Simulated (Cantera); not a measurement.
An isothermal, constant-pressure homogeneous reactor starts with 1.14 % H2, 16.9 % O2, 82.0 % N2, at 1175 K and 21.8 Torr.

Computed with Cantera and the H2/O2 subset of GRI-Mech 3.0, which has no nitrogen chemistry. Radical loss at walls, strong at low pressure, is not modelled.

x: mole fraction; the columns are a selection and need not sum to one.

| t (s) | x H2 | x O2 | x O | x H2O | x H2O2 |
|---|---|---|---|---|---|
| 0.000200 | 0.0114 | 0.169 | 2.46e-10 | 1.09e-10 | <1e-12 |
| 0.000455 | 0.0114 | 0.169 | 1.14e-9 | 9.66e-10 | <1e-12 |
| 0.00104 | 0.0114 | 0.169 | 8.73e-9 | 1.17e-8 | 2.00e-12 |
| 0.00236 | 0.0114 | 0.169 | 4.05e-7 | 6.42e-7 | 1.23e-11 |
| 0.00537 | 0.00852 | 0.167 | 0.00126 | 0.00212 | 4.58e-8 |
| 0.0122 | ___ | 0.160 | ___ | 0.00989 | 3.57e-8 |
| 0.0278 | 0.000163 | 0.161 | 0.00440 | 0.0104 | 3.50e-8 |
| 0.0632 | 8.84e-5 | 0.162 | 0.00232 | 0.0109 | 3.46e-8 |
| 0.144 | 3.13e-5 | 0.163 | 0.000811 | 0.0112 | 2.91e-8 |
| 0.328 | 7.83e-6 | 0.164 | 0.000203 | 0.0114 | 1.81e-8 |
| 0.746 | 1.73e-6 | 0.164 | 4.54e-5 | 0.0114 | 8.02e-9 |
| 1.70 | 4.08e-7 | 0.164 | 1.09e-5 | 0.0114 | 2.89e-9 |
| 3.86 | 1.11e-7 | 0.164 | 3.00e-6 | 0.0114 | 9.89e-10 |
| 8.79 | ___ | 0.164 | ___ | 0.0115 | 3.52e-10 |
| 20.0 | 1.23e-8 | 0.164 | 3.40e-7 | 0.0115 | 1.34e-10 |

Problem. What belongs in the gaps?

Solution. 
- 0.0122, x H2: 0.000234
- 0.0122, x O: 0.00607
- 8.79, x H2: 3.48e-8
- 8.79, x O: 9.54e-7
